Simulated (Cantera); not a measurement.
What does this Cantera script print?

```python
import numpy as np
import cantera as ct

gas = ct.Solution("gri30.yaml")
gas.TPX = 575, 101325, {'CH4': 1, 'O2': 1.67, 'N2': 6.27}
flame = ct.FreeFlame(gas, width=0.04)
flame.set_refine_criteria(ratio=3, slope=0.08, curve=0.16)
flame.transport_model = "mixture-averaged"
flame.solve(loglevel=0, auto=True)
z, T = flame.grid, flame.T
thick = (T[-1] - T[0]) / np.gradient(T, z).max()
show = ['CH4', 'O2', 'NO', 'HCN', 'HCO', 'H']
print(f"laminar burning velocity  {flame.velocity[0] * 100:.3f} cm/s")
print(f"burnt temperature         {T[-1]:.1f} K")
print(f"thermal thickness         {thick * 1e3:.4f} mm")
print(f"grid points               {len(z)}")
z0 = z[flame.heat_release_rate.argmax()]
print(f"{'z/mm':>9s}{'T/K':>9s}{'u/(m/s)':>9s}" + "".join(f"{s:>11s}" for s in show))
rows = []
for k in (-3, -2, -1.5, -1, -0.5, -0.25, 0, 0.25, 0.5, 1, 2, 4, 8):
    zz = z0 + k * thick
    rows.append([k * thick, np.interp(zz, z, T), np.interp(zz, z, flame.velocity),
                 *(np.interp(zz, z, flame.X[gas.species_index(s)]) for s in show)])
    print(f"{rows[-1][0] * 1e3:9.3f}{rows[-1][1]:9.1f}{rows[-1][2]:9.3f}" + "".join(f"{x:11.3e}" for x in rows[-1][3:]))
```

Output:

```
laminar burning velocity  110.720 cm/s
burnt temperature         2317.3 K
thermal thickness         0.3399 mm
grid points               153
     z/mm      T/K  u/(m/s)        CH4         O2         NO        HCN        HCO          H
   -1.020    575.2    1.109  1.116e-01  1.865e-01  6.337e-10  1.293e-10  1.142e-17  5.413e-13
   -0.680    577.4    1.117  1.111e-01  1.858e-01  8.148e-09  2.227e-09  1.467e-14  1.008e-10
   -0.510    587.8    1.141  1.098e-01  1.845e-01  5.082e-08  1.773e-08  2.618e-12  6.200e-09
   -0.340    663.2    1.300  1.037e-01  1.783e-01  4.910e-07  2.175e-07  1.580e-09  1.602e-06
   -0.170   1098.7    2.196  7.171e-02  1.409e-01  4.996e-06  2.647e-06  1.431e-06  1.557e-04
   -0.085   1514.3    3.067  3.849e-02  9.687e-02  1.148e-05  6.754e-06  2.272e-05  1.002e-03
    0.000   1882.1    3.850  9.708e-03  4.875e-02  2.299e-05  1.378e-05  6.538e-05  4.130e-03
    0.085   2044.8    4.189  9.535e-04  2.072e-02  3.928e-05  1.512e-05  2.921e-05  8.204e-03
    0.170   2086.9    4.263  5.339e-05  1.048e-02  5.218e-05  8.768e-06  3.150e-06  1.039e-02
    0.340   2118.0    4.307  1.520e-07  5.901e-03  6.305e-05  2.019e-06  1.276e-07  1.091e-02
    0.680   2154.7    4.366  2.566e-11  4.433e-03  6.998e-05  1.579e-07  9.388e-08  9.619e-03
    1.360   2200.0    4.445  8.261e-15  3.230e-03  7.810e-05  2.910e-09  7.057e-08  7.524e-03
    2.719   2247.3    4.527  8.396e-15  2.009e-03  8.981e-05  7.288e-11  4.839e-08  5.332e-03
```

Model: GRI-Mech 3.0 (53 species, 325 reactions), integrated in Cantera. Burning velocities carry a grid error of a few per cent, more on coarse grids.
